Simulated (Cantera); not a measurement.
**Fluorocarbon and chlorocarbon gases: c-C4F8**

Input: 1 mol c-C4F8, equilibrated at 0.0360 bar.

Cantera equilibrium calculation (NASA polynomials, part measured and part estimated; ideal gas, pure solids and liquids). Candidate condensed phases: C; 13 gas species. The feed counts by its element totals alone. The tables' values for C2F4 are old estimates; treat these amounts as uncertain. Gases not in the tables: C2F6 and larger saturated fluorocarbons. Kinetics and transport are ignored.

| T (°C) | log p CF4 | log p F | log p CF2 | log p CF | log p C3 | log p CF3 | log p C | log p C2 | n C(graphite) |
|---|---|---|---|---|---|---|---|---|---|
| 1825 | -1.52 | -2.94 | -2.38 | -5.07 | -9.56 | -3.40 | -9.64 | -10.63 | 1.88 |
| 1975 | -1.67 | -2.45 | -2.00 | -4.31 | -8.20 | -3.14 | -8.45 | -9.26 | 1.69 |
| 2125 | -2.01 | -2.08 | -1.77 | -3.70 | -7.02 | -3.08 | -7.41 | -8.07 | 1.36 |
| 2275 | -2.66 | -1.83 | -1.75 | -3.25 | -5.99 | -3.27 | -6.50 | -7.02 | 1.24 |
| 2425 | -3.52 | -1.68 | -1.87 | -2.93 | -5.07 | -3.67 | -5.68 | -6.09 | 1.60 |
| 2575 | -4.47 | -1.60 | -2.07 | -2.68 | -4.25 | -4.16 | -4.96 | -5.25 | 2.05 |
| 2725 | -5.48 | -1.56 | -2.33 | -2.50 | -3.52 | -4.71 | -4.30 | -4.51 | 2.22 |
| 2875 | -6.54 | -1.56 | -2.64 | -2.37 | -2.85 | -5.32 | -3.71 | -3.83 | 1.48 |
| 3025 | -7.65 | -1.58 | -3.04 | -2.36 | -2.51 | -6.01 | -3.26 | -3.39 | 0 |
log p: log10 of the partial pressure in bar; n: condensed amount in mol.

From 1825 °C to 2875 °C the condensed part is C(graphite). At 3025 °C nothing is condensed. The main C-bearing gas is CF4 at 1825 °C and C3 at 3025 °C. The share of C in condensed phases is highest at 2725 °C (55.6 %) and lowest at 3025 °C (0.0 %).
